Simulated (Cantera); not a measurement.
A perfectly stirred reactor is fed with 37.0 % C₂H₆, 63.0 % N₂, at 1.00 bar; it is held at 1275 K, and followed from long to short residence time.

Computed with Cantera and GRI-Mech 3.0 (53 species, 325 reactions). GRI-Mech 3.0 stops at C3 and has no aromatics, soot or wall deposition, so with more carbon than oxygen in the feed, carbon stays in small species such as C2H2 where larger ones or solid carbon would form.

Problem. Predict: x(C₂H₆) at τ = 2.40 s; x(C₂H₂) at τ = 2.40 s; x(CH₃) at τ = 2.40 s; x(C₂H₆) at τ = 49.0 ms; x(C₂H₂) at τ = 49.0 ms; x(CH₃) at τ = 49.0 ms.

Solution. 
```json
{
  "x(C₂H₆) at τ = 2.40 s": "0.00296",
  "x(C₂H₂) at τ = 2.40 s": "0.0961",
  "x(CH₃) at τ = 2.40 s": "1.79e-5",
  "x(C₂H₆) at τ = 49.0 ms": "0.0252",
  "x(C₂H₂) at τ = 49.0 ms": "0.0523",
  "x(CH₃) at τ = 49.0 ms": "3.71e-5"
}
```
